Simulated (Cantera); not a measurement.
A perfectly stirred reactor is fed with CH4 : C2H6 : O2 : N2 = 1.3 : 1.2 : 6.89 : 31 (molar parts), at 90000 Pa; it is adiabatic with a 475 K inlet, and is followed from long to short residence time, starting on the burning branch (τ in s: 0.14, 0.064, 0.029, 0.014, 0.0062, 0.0028, 0.0013, 0.00059, 0.00027, 0.00012, 5.7e-05, 2.6e-05, 1.2e-05).

Computed with Cantera and GRI-Mech 3.0 (53 species, 325 reactions).

One state of this run: T (K) = 2092; x CH4 = 7.08e-6; x C2H6 = 1.17e-6; x O2 = 0.0108; x CO = 0.0145; x CH3 = 5.64e-6. x: mole fraction; the columns are a selection and need not sum to one.

Task: Which value of τ (s) does it belong to?
(A) 0.00027
(B) 0.0028
(C) 0.014
(D) 2.6e-5

Result: C, 0.014
